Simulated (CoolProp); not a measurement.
Vapour-liquid equilibrium of carbon dioxide (1) + CH3F (R41) (2) at 657 kPa; x and y are mole fractions of (1).

Values from CoolProp's multi-fluid Helmholtz-energy mixture model, Span 1996 and Lemmon 2006; pair parameters Bell 2016.

| x | bubble temperature (°C) | y at the bubble point | dew temperature at overall composition x (°C) | liquid density (mol/L) |
|---|---|---|---|---|
| 0.05 | -37.3 | 0.078 | -37.0 | 23.22 |
| 0.2 | -39.9 | 0.283 | -38.8 | 23.68 |
| 0.35 | -42.1 | 0.458 | -40.7 | 24.15 |
| 0.5 | -44.3 | 0.614 | -42.7 | 24.63 |
| 0.65 | -46.3 | 0.752 | -44.8 | 25.13 |
| 0.8 | -48.3 | 0.872 | -47.1 | 25.64 |
| 0.95 | -50.3 | 0.972 | -49.8 | 26.14 |

No azeotrope shows between x = 0.05 and 0.95.

The pair parameters rest on a limited set of measurements; away from them the model extrapolates.
